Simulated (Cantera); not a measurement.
Cantera with NASA thermochemical tables; ideal gases at 1 bar, condensed phases pure. Values are per mole of reaction as written; species without (g) are pure solids or liquids, kept so even where they would boil at 1 bar.

2 HBr(g) + Ba = BaBr₂ + 2 H(g)

| T (K) | ΔH° (kJ) | ΔS° (J/K) | ΔG° (kJ) | log10 K |
|---|---|---|---|---|
| 498 | ? | ? | ? | ? |
| 523 | -241.6 | -63.5 | -208.3 | 20.81 |
| 548 | -240.7 | -62.0 | -206.8 | 19.71 |
| 573 | -239.9 | -60.6 | -205.2 | 18.71 |
| 598 | -239.1 | -59.2 | -203.7 | 17.79 |
| 623 | -238.3 | -57.9 | -202.3 | 16.96 |
| 648 | ? | ? | ? | ? |
| 673 | -236.7 | -55.4 | -199.4 | 15.48 |
| 698 | -236.0 | -54.3 | -198.1 | 14.82 |
| 723 | ? | ? | ? | ? |
| 748 | -234.4 | -52.1 | -195.4 | 13.64 |

Problem. What belongs in the gaps?

Solution. 
- 498, ΔH° (kJ): -242.4
- 498, ΔS° (J/K): -65.1
- 498, ΔG° (kJ): -209.9
- 498, log10 K: 22.02
- 648, ΔH° (kJ): -237.5
- 648, ΔS° (J/K): -56.6
- 648, ΔG° (kJ): -200.8
- 648, log10 K: 16.19
- 723, ΔH° (kJ): -235.2
- 723, ΔS° (J/K): -53.2
- 723, ΔG° (kJ): -196.7
- 723, log10 K: 14.21
